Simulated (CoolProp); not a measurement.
Vapour-liquid equilibrium of ethane (1) + hydrogen chloride (2) at 706 kPa; x and y are mole fractions of (1).

Values from CoolProp's multi-fluid Helmholtz-energy mixture model, Bücker 2006 and Thol 2018; pair parameters Bell 2016.

Give the bubble temperature and the first vapour's composition at x = 0.05, 0.15, 0.75. Is there an azeotrope?

x = 0.05: -45.4 °C, y = 0.139; x = 0.15: -48.9 °C, y = 0.297; x = 0.75: -50.3 °C, y = 0.637. y crosses x between x = 0.45 and 0.55: the model has an azeotrope there.

The pair parameters rest on a limited set of measurements; away from them the model extrapolates.
